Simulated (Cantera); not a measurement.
What does this Cantera script print?

```python
import numpy as np
import cantera as ct

gas_names = """
    H Cs HCL CL
""".split()
cond_names = """
    CsCL(a) CsCL(b) CsCL(L) Cs(cr) Cs(L)
""".split()


# ... load() reads the species with a 1 bar reference pressure and builds the phases ...
species = {s.name: s for s in load("nasa_gas.yaml", gas_names) + load("nasa_condensed.yaml", cond_names)}
# Each term lists the table entries of one substance; the one whose range holds T is used.
reactions = {
    'H(g) + CsCl = Cs(g) + HCl(g)':
        [(-1, ['H']), (-1, ['CsCL(a)', 'CsCL(b)', 'CsCL(L)']), (1, ['Cs']), (1, ['HCL'])],
    'Cs + Cl(g) = CsCl':
        [(-1, ['Cs(cr)', 'Cs(L)']), (-1, ['CL']), (1, ['CsCL(a)', 'CsCL(b)', 'CsCL(L)'])],
}


def pick(names, T):
    return next(species[n] for n in names if species[n].thermo.min_temp <= T <= species[n].thermo.max_temp)


results = []
for label, terms in reactions.items():
    print(label)
    print("     T/K   dH/kJ  dS/(J/K)   dG/kJ   log10 K")
    for T in [300, 350, 400, 450, 500, 550, 600]:
        used = [(nu, pick(names, T)) for nu, names in terms]
        dH = sum(nu * s.thermo.h(T) for nu, s in used) / 1e6
        dS = sum(nu * s.thermo.s(T) for nu, s in used) / 1e3
        dG = dH - T * dS / 1e3
        logK = -dG * 1e6 / (ct.gas_constant * T * np.log(10))
        results.append((label, T, dH, dS, dG, logK, [s.name for _, s in used]))
        print(f"{T:8g} {dH:8.1f} {dS:8.1f} {dG:8.1f} {logK:8.2f}")
```

Output:

```
H(g) + CsCl = Cs(g) + HCl(g)
     T/K   dH/kJ  dS/(J/K)   dG/kJ   log10 K
     300    209.0    146.5    165.1   -28.74
     350    207.8    142.8    157.8   -23.55
     400    206.6    139.4    150.8   -19.69
     450    205.2    136.4    143.9   -16.70
     500    203.9    133.5    137.1   -14.33
     550    202.5    130.8    130.5   -12.40
     600    201.0    128.3    124.0   -10.80
Cs + Cl(g) = CsCl
     T/K   dH/kJ  dS/(J/K)   dG/kJ   log10 K
     300   -564.1   -149.2   -519.4    90.43
     350   -566.3   -156.4   -511.6    76.35
     400   -566.3   -156.5   -503.7    65.78
     450   -566.3   -156.4   -495.9    57.56
     500   -566.2   -156.1   -488.1    50.99
     550   -566.0   -155.7   -480.3    45.62
     600   -565.7   -155.3   -472.5    41.14
```

Standard-state values (1 bar) from the NASA 1993 polynomials, evaluated with Cantera. Condensed species are held in their standard states even where they would react or evaporate.
